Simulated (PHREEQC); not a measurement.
A column of 0.5 m (30 cells, dispersivity 0.05 m, 60 s a shift, diffusion coefficient 3e-10 m²/s) holds 0.047 eq of the database's cation exchanger X per kg of pore water, first in equilibrium with 0.00063 mol LiCl and 1e-05 mol HCl per kg of water. It is flushed with 0.00045 mol/kgw PbCl2, 0.046 mol/kgw LiCl and 1e-05 mol/kgw HCl, at 15 °C. Values are for the last cell. CO2 from the air is kept out. Precipitation was switched off in this run.

Equilibrium calculation in PHREEQC: ion-association model, phreeqc.dat.

```
pore volumes  Li in solution (mol/kgw)  Cl in solution (mol/kgw)
------------  ------------------------  ------------------------
0                             0.000630                  0.000640
0.35                           0.00104                   0.00105
0.6833                          0.0120                    0.0120
1.017                           0.0283                    0.0283
1.35                            0.0386                    0.0386
1.683                           0.0435                    0.0435
2.017                           0.0455                    0.0455
2.35                            0.0464                    0.0464
2.683                           0.0467                    0.0467
3.017                           0.0468                    0.0468
3.35                            0.0469                    0.0469
3.683                           0.0469                    0.0469
4.017                           0.0469                    0.0469
4.35                            0.0469                    0.0469
4.683                           0.0469                    0.0469
5.017                           0.0469                    0.0469
```
